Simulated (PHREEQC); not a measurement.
Make-up at 25 °C: 0.19 mol/kgw HF, 0.0016 mol/kgw H2SiF6, 0.11 mol/kgw H3BO3 and 0.00012 mol/kgw H2SO4. Closed to the air; pH follows from the charge balance.

Equilibrium calculation in PHREEQC: ion-association model, phreeqc.dat.

Problem. The ionic strength comes out as 0.0519 mol/kgw. What activity coefficients do HSO4-, SiF6-2, HF2-, BF4-, SO4-2 get?

Solution. HSO4- 0.82, SiF6-2 0.46, HF2- 0.82, BF4- 0.82, SO4-2 0.46.

This is a speciation only: nothing precipitates in the calculation. Examples of supersaturated solids here: Quartz (slow to form), Chalcedony (slow to form). Others may be too. SiF6-2 is the database's only silicon fluoride. Real BF4- forms and hydrolyses slowly; the run takes it at equilibrium.
